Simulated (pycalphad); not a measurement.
All values are pycalphad results on the COST 507 light-alloy database (1999) (1 atm), not direct measurements. The data set is of 1999 and partly superseded. The system is extrapolated from its subsystems; higher-order compounds may be missing. Amounts are mole fractions of atoms.

**Question.** Give the equilibrium state of Al-3.68Mn-4.8Fe-3.92Si (at.%) at 575 K.

**Answer.** 
```
T = 575.00 K, P = 101325 Pa, N = 1 mol of atoms
G = -28054 J/mol, H = -3632 J/mol, S = 42.47 J/(mol K)  (SER reference)
chemical potentials (J/mol): Al -18842, Mn -125750, Fe -130037, Si -17333
phase             fraction      x(Al)      x(Mn)      x(Fe)      x(Si)
FCC_A1              0.4403     0.9998   3.15e-06   3.34e-07   0.000238
AL6MN               0.2703     0.8571     0.0617     0.0812       none
ALFESI_BETA         0.1737     0.7000       none     0.1500     0.1500
ALMNSI_ALPHA        0.1158     0.7135     0.1739       none     0.1126
```

**Question.** Give the equilibrium state of Al-3.68Mn-4.8Fe-3.92Si (at.%) at 725 K.

**Answer.** fcc, fraction 0.514, with 0.01 Mn, <0.01 Fe, 0.14 Si at.%; ALFESI_ALPHA, fraction 0.209, with no Mn, 19.0 Fe, 8.8 Si at.%; ALMNSI_ALPHA, fraction 0.174, with 17.4 Mn, no Fe, 11.6 Si at.%; AL6MN, fraction 0.103, with 6.3 Mn, 8.0 Fe, no Si at.%.

Database names, with the compositions (at.%) that they take in these runs: ALMNSI_ALPHA: Al 71 Mn 17 Si 11; ALFESI_ALPHA: Al 72 Fe 19 Si 8; AL6MN: Al 86 Fe 8 Mn 6; ALFESI_BETA: Al 70 Fe 15 Si 15. FCC_A1 is fcc. An entry "none" or "no" means that the model of the phase leaves that element out.
